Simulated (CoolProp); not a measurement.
Model: reference Helmholtz-energy equation of state, Lemmon 2013, in CoolProp.

Give the vapour pressure (kPa), vapour Z, liquid viscosity (µPa s), vapour viscosity (µPa s) of saturated propylene at 38.65 °C.


| T (°C) | p (kPa) | vapour Z | liquid viscosity (µPa s) | vapour viscosity (µPa s) |
|---|---|---|---|---|
| 38.65 | 1600 | 0.753 | 83.3 | 9.70 |

Viscosity comes from a separate model (Huber 2003), an estimate that may be off by 10 % or more.
